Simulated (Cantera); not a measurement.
Input: 1 mol CuF2, a varied amount of H2, 0.75 mol N2, at 1725 K and 0.0100 bar.

Equilibrium computed with Cantera from the NASA thermochemical tables; the gas is ideal and each condensed phase is pure. Candidate condensed phases: Cu, CuF2; 25 gas species. Rates play no part.

Problem. At 20 mol H2, list the 5 most abundant gas species with their mole fractions, and the condensed phases.

Solution. H2 0.853, HF 0.0897, N2 0.0337, Cu 0.0219, H 0.00172. Condensed: Cu(l).
